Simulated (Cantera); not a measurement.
**Reactions in the system Cl-H-K**

Standard-state values (1 bar) from the NASA 1993 polynomials, evaluated with Cantera. Values are per mole of reaction as written; species without (g) are pure solids or liquids, kept so even where they would boil at 1 bar.

2 HCl(g) + 2 K(g) = 2 KCl(g) + H₂(g)

| T (K) | ΔH° (kJ) | ΔS° (J/K) | ΔG° (kJ) | log10 K |
|---|---|---|---|---|
| 423 | -422.4 | -84.6 | -386.6 | 47.74 |
| 473 | -422.2 | -84.2 | -382.4 | 42.23 |
| 523 | -422.0 | -83.8 | -378.2 | 37.77 |
| 573 | -421.8 | -83.5 | -374.0 | 34.09 |
| 623 | -421.6 | -83.1 | -369.8 | 31.01 |

HCl(g) + K(g) = KCl(g) + H(g)

```
T (K)  ΔH° (kJ)  ΔS° (J/K)  ΔG° (kJ)  log10 K
-----  --------  ---------  --------  -------
423         7.6        9.3       3.7    -0.45
473         8.0       10.1       3.2    -0.35
523         8.4       11.0       2.7    -0.27
573         8.8       11.7       2.1    -0.19
623         9.2       12.4       1.5    -0.12
```

Cl₂(g) + 2 K(g) = 2 KCl(g)

| T (K) | ΔH° (kJ) | ΔS° (J/K) | ΔG° (kJ) | log10 K |
|---|---|---|---|---|
| 423 | -607.7 | -66.5 | -579.6 | 71.57 |
| 473 | -607.9 | -66.8 | -576.2 | 63.63 |
| 523 | -608.0 | -67.1 | -572.9 | 57.22 |
| 573 | -608.1 | -67.4 | -569.5 | 51.92 |
| 623 | -608.3 | -67.7 | -566.1 | 47.47 |
